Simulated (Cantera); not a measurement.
An isothermal, constant-pressure homogeneous reactor starts with H₂ : O₂ : N₂ = 1.9 : 2.1 : 19 (molar parts), equivalence ratio 0.45, at 1050 K and 750 Torr.

Model: GRI-Mech 3.0 (53 species, 325 reactions), integrated in Cantera. The temperature is held fixed by assumption; the heat of reaction is taken as removed at once.

x: mole fraction; the columns are a selection and need not sum to one.

```
t (s)         x H₂    x O₂     x NO₂  x HO₂   x H₂O
--------  --------  ------  --------  -----  ------
0.000400    0.0115  0.0574  7.42e-10    ___  0.0732
0.00138    0.00229  0.0532   3.41e-8    ___  0.0837
0.00476    0.00133  0.0528   1.37e-7    ___  0.0848
0.0164    0.000607  0.0524   2.27e-7    ___  0.0855
0.0566    0.000164  0.0522   3.50e-7    ___  0.0860
0.195      3.15e-5  0.0522   4.39e-7    ___  0.0861
0.673      4.59e-6  0.0522   4.46e-7    ___  0.0862
2.32       2.20e-7  0.0522   3.19e-7    ___  0.0862
8.00       1.10e-9  0.0522   1.13e-7    ___  0.0862
```

Q: Fill in the missing entries.

A: 
- 0.000400, x HO₂: 5.03e-5
- 0.00138, x HO₂: 2.76e-5
- 0.00476, x HO₂: 1.86e-5
- 0.0164, x HO₂: 1.10e-5
- 0.0566, x HO₂: 4.08e-6
- 0.195, x HO₂: 9.66e-7
- 0.673, x HO₂: 1.62e-7
- 2.32, x HO₂: 1.18e-8
- 8.00, x HO₂: 2.16e-9
